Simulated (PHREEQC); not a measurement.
1.6 g of hydrous ferric oxide (600 m²/g; 0.2 weak and 0.005 strong sites per Fe, Dzombak-Morel constants, diffuse double layer) in 1 kg of water with 0.001 mol/kgw of an inert sodium salt and 6.1e-05 mol Na2SO4, at 25 °C; the pH is set by adding NaOH or the inert anion's acid. Oxygen alone is held at its pressure in air (log pO2 = -0.68). The system is closed to CO2. No solid was allowed to form.

Equilibrium calculation in PHREEQC: ion-association model, wateq4f.dat.

| pH | S sorbed (%) | surface charge σ (C/m²) | surface potential ψ (mV) |
|---|---|---|---|
| 4 | 100.0 | 0.133 | 203 |
| 4.5 | 100.0 | 0.086 | 185 |
| 5 | 100.0 | 0.054 | 165 |
| 5.5 | 99.9 | 0.033 | 141 |
| 6 | 99.2 | 0.019 | 116 |
| 6.5 | 93.9 | 0.011 | 89 |
| 7 | 65.3 | 0.006 | 62 |
| 7.5 | 18.7 | 0.003 | 35 |
| 8 | 2.5 | 0.000 | 6 |
| 8.5 | 0.3 | -0.002 | -23 |
| 9 | 0.0 | -0.005 | -51 |
| 9.5 | 0.0 | -0.009 | -79 |
| 10 | 0.0 | -0.017 | -107 |
| 10.5 | 0.0 | -0.031 | -132 |
| 11 | 0.0 | -0.059 | -154 |
| 11.5 | 0.0 | -0.113 | -169 |
| 12 | 0.0 | -0.205 | -175 |
